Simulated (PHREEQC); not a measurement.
Synthetic water in mmol/kgw, 20 °C, pH 7.63, pe 2.8:

```csv
constituent,mmol/kgw
Na,84.6
K,3.14
Ca,3.55
Mg,4.47
Cl,93.2
S(6),6.66
Alkalinity (meq/kgw),0.0226
Zn,0.0236
```

Valence states are taken as typed.

Computed with PHREEQC (ion-association model, wateq4f.dat).

Precipitation was switched off in this run.

Task: Estimate the charge-balance error.

Result: charge-balance error -1.3 %.

Task: In which forms is S present?

Result: SO4-2 74 %, NaSO4- 11 %, MgSO4 8.3 %, CaSO4 5.9 %, KSO4- 0.5 % of the S.
